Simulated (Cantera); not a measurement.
Mixture: C2H4 : O2 : N2 : H2O = 1 : 3.66 : 10.2 : 1.1 (molar parts), equivalence ratio 0.82, at 7.80 atm, adiabatic and at constant pressure. Ignition delay is the time to a rise of 400 K.

Model: GRI-Mech 3.0 (53 species, 325 reactions), integrated in Cantera. GRI-Mech 3.0 was tuned for natural gas; its chemistry of ethylene as a main component is partial and can be far from experiment.

Problem. Predict: delay at 1125 K; delay at 1275 K; delay at 1425 K; delay at 1575 K; delay at 1725 K; apparent activation energy between 1650 and 1800 K.

Solution. 
- delay at 1125 K = 2.50 ms
- delay at 1275 K = 0.140 ms
- delay at 1425 K = 12.1 µs
- delay at 1575 K = 3.71 µs
- delay at 1725 K = 1.93 µs
- apparent activation energy between 1650 and 1800 K = 90 kJ/mol
